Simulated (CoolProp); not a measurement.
Values from CoolProp's reference Helmholtz-energy equation of state, Thol 2018.

Question: For hydrogen chloride, give the phase and the density (kg/m³), cp (kJ/(kg K)), cv (kJ/(kg K)), isothermal compressibility (1/MPa) at 171.8 K and 26.5 bar; 171.8 K and 37.8 bar.

Answer: 
- 171.8 K and 26.5 bar: liquid; density 1230, cp 1.65, cv 1.09, isothermal compressibility 0.000899
- 171.8 K and 37.8 bar: liquid; density 1230, cp 1.65, cv 1.09, isothermal compressibility 0.000891
